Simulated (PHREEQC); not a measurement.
Make-up at 45 °C: 0.0022 mol AgF and 0.022 mol FeCl3 per kg of water. Closed to the air; pH follows from the charge balance.

All values are PHREEQC results (ion-association model, wateq4f.dat), not measurements.

This is a speciation only: nothing precipitates in the calculation.

### Question
Estimate the pH, ionic strength.

### Answer
pH 2.07; ionic strength 0.0997 mol/kgw.

### Question
In which forms is F present?

### Answer
FeF+2 97 %, FeF2+ 2.2 % of the F.

Examples of supersaturated solids here: Cerargyrite, Hematite (slow to form). Others may be too. At this temperature some constants are extrapolated from 25 °C, and those without enthalpy data are left unchanged. Fluoro complexes past AlF4- and FeF3 are missing from the database.
